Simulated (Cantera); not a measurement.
A perfectly stirred reactor is fed with 14.4 % CH₄, 18.0 % O₂, 67.6 % N₂, equivalence ratio 1.6, at 1000000 Pa; it is adiabatic with a 450 K inlet, and is followed from long to short residence time, starting on the burning branch (τ in s: 0.028, 0.014, 0.0074, 0.0038, 0.0019, 0.00098, 0.0005, 0.00025, 0.00013, 6.6e-05, 3.4e-05, 1.7e-05).

Model: GRI-Mech 3.0 (53 species, 325 reactions), integrated in Cantera.

x: mole fraction; the columns are a selection and need not sum to one.

```
τ (s)    T (K)    x CH₄      x O₂       x N₂O    x C₂H      x O   x H₂O
-------  -----  -------  --------  ----------  -------  -------  ------
0.028     1965  0.00457  0.000280  (withheld)  6.25e-8  1.25e-7   0.169
0.014     1971  0.00589  0.000521  (withheld)  1.03e-7  2.19e-7   0.172
0.0074    1975  0.00723  0.000913  (withheld)  1.52e-7  3.75e-7   0.174
0.0038    1976  0.00880   0.00163  (withheld)  2.10e-7  6.67e-7   0.177
0.0019    1970   0.0107   0.00297  (withheld)  2.67e-7  1.23e-6   0.178
0.00098   1953   0.0129   0.00534  (withheld)  2.98e-7  2.22e-6   0.179
0.00050   1911   0.0163    0.0103  (withheld)  2.64e-7  4.05e-6   0.177
0.00025    450    0.144     0.180      <1e-12   <1e-12   <1e-12  <1e-12
0.00013    450    0.144     0.180      <1e-12   <1e-12   <1e-12  <1e-12
6.6e-5     450    0.144     0.180      <1e-12   <1e-12   <1e-12  <1e-12
3.4e-5     450    0.144     0.180      <1e-12   <1e-12   <1e-12  <1e-12
1.7e-5     450    0.144     0.180      <1e-12   <1e-12   <1e-12  <1e-12
```

Problem. Fill in the missing entries.

Solution. 
- 0.028, x N₂O: 1.39e-9
- 0.014, x N₂O: 2.12e-9
- 0.0074, x N₂O: 3.29e-9
- 0.0038, x N₂O: 5.45e-9
- 0.0019, x N₂O: 9.61e-9
- 0.00098, x N₂O: 1.74e-8
- 0.00050, x N₂O: 3.52e-8
